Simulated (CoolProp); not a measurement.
Vapour-liquid equilibrium of CHF3 (R23) (1) + R22 (2) at -0.05 °C; x and y are mole fractions of (1).

Model: multi-fluid Helmholtz-energy mixture model, Penoncello 2003 and Kamei 1995; pair parameters Bell 2016, in CoolProp.

| x | bubble pressure, mixture model (MPa) | bubble pressure, Raoult's law (MPa) | y, mixture model | y, Raoult's law |
|---|---|---|---|---|
| 0.05 | 0.6033 | 0.5969 | 0.196 | 0.209 |
| 0.125 | 0.7605 | 0.7464 | 0.389 | 0.417 |
| 0.2 | 0.9146 | 0.8960 | 0.517 | 0.556 |
| 0.275 | 1.065 | 1.046 | 0.608 | 0.655 |
| 0.35 | 1.212 | 1.195 | 0.676 | 0.730 |
| 0.425 | 1.356 | 1.345 | 0.731 | 0.787 |
| 0.5 | 1.497 | 1.494 | 0.776 | 0.834 |
| 0.575 | 1.637 | 1.644 | 0.815 | 0.871 |
| 0.65 | 1.777 | 1.793 | 0.850 | 0.903 |
| 0.725 | 1.919 | 1.943 | 0.883 | 0.930 |
| 0.8 | 2.064 | 2.092 | 0.914 | 0.952 |
| 0.875 | 2.216 | 2.242 | 0.945 | 0.972 |
| 0.95 | 2.377 | 2.392 | 0.978 | 0.990 |

The largest gap from Raoult's law is +2.1 % in bubble pressure, at x = 0.2. No azeotrope shows between x = 0.05 and 0.95.

Pair parameters are fitted to limited data, so mixtures are less certain than the pure fluids. The gap from Raoult's law changes sign with composition, which may be real or a fault of the pair parameters; it wasn't checked against measurements.
